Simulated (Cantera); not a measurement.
Charge: 1 mol Si₃N₄, 0.046 mol N₂, equilibrated at 1950 K and 46000 Pa.

Method: chemical equilibrium by Gibbs-energy minimisation in Cantera with the NASA 1993 tables (ideal gas, pure condensed phases). Candidate condensed phases: Si, Si₃N₄; 7 gas species. Rates play no part.

Base state: N₂ 1.000, Si 1.66e-5 (mole fractions); condensed: Si₃N₄(s).

What changes in the equilibrium state with this change: temperature from 1950 K to 2923.15 K?


| species | before | after |
|---|---|---|
| N₂ | 1.000 | 0.829 |
| Si | 1.66e-5 | 0.154 |
| Si₂ | 4.90e-8 | 0.00693 |
| Si₃ | 3.46e-9 | 0.00104 |
| N | <1e-9 | 1.12e-5 |
| Si₂N | 1.47e-6 | 0.00382 |
| SiN | 3.32e-6 | 0.00556 |
| Si₃N₄(s), mol | 1.00 | 0 |
| Si(l), mol | 0 | 2.55 |
The tables' values for SiN are old estimates; treat these amounts as uncertain.
